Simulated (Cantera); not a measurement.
A closed system holds: 1 mol Ca(OH)2, 0.32 mol H2, 0.55 mol O2, at 1750 °C and 0.0100 bar.

These are equilibrium values from Cantera (NASA tables, ideal gas, pure condensed phases), not measurements of a reactor. Candidate condensed phases: Ca, CaO, Ca(OH)2, H2O; 14 gas species. Kinetics and transport are ignored.

Base state: H2O 0.747, O2 0.222, OH 0.0201, H2 0.00544, O 0.00376, H 0.00140, Ca(OH)2 9.11e-5 (mole fractions); condensed: CaO(s).

Question: What changes in the equilibrium state with this change: temperature from 1750 °C to 1000 °C?

Answer: 
```json
[
 {"species": "H2O", "before": "0.747", "after": "0.772"},
 {"species": "O2", "before": "0.222", "after": "0.228"},
 {"species": "OH", "before": "0.0201", "after": "6.84e-5"},
 {"species": "Ca(OH)2", "before": "9.11e-5", "after": "9.70e-9"},
 {"species": "H", "before": "0.00140", "after": "6.61e-9"},
 {"species": "O", "before": "0.00376", "after": "5.14e-7"},
 {"species": "H2", "before": "0.00544", "after": "8.60e-7"},
 {"species": "CaO(s), mol", "before": "1.000", "after": "1.00"}
]
```
